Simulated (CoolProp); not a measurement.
Vapour-liquid equilibrium of R13 (1) + propylene (2) at 1.46 bar; x and y are mole fractions of (1).

The numbers come from the multi-fluid Helmholtz-energy mixture model, Platzer 1990 and Lemmon 2013; pair parameters Bell 2016 in CoolProp. This equation is an older, rougher fit; its heat capacities, sound speeds and derivatives of the liquid may be far off and weren't checked against measurements.

```csv
x,"bubble temperature, mixture model (°C)","bubble temperature, Raoult's law (°C)","y, mixture model","y, Raoult's law"
0.05,-46.3,-42.9,0.288,0.186
0.2,-58.5,-51.6,0.649,0.539
0.35,-64.3,-58.1,0.774,0.727
0.5,-67.7,-63.1,0.837,0.839
0.65,-70.0,-67.2,0.883,0.910
0.8,-71.9,-70.6,0.926,0.957
0.95,-73.7,-73.4,0.978,0.991
```

The largest gap from Raoult's law is -6.9 K in bubble temperature, at x = 0.2. No azeotrope shows between x = 0.05 and 0.95.

The pair parameters rest on a limited set of measurements; away from them the model extrapolates.
